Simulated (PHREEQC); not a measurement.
Solution (20 °C): 0.00084 mol CdCl2, 8.6e-05 mol CaCl2 and 0.00064 mol NaHCO3 per kg of water. Closed to the air; pH follows from the charge balance.

Computed with PHREEQC (ion-association model, phreeqc.dat).

No solid was allowed to form.

Predict the pH.

pH 8.03.

In which forms is Cd present?

Cd+2 86 %, CdCl+ 11 %, CdHCO3+ 1.3 % of the Cd.

Examples of supersaturated solids here: Otavite. Others may be too.
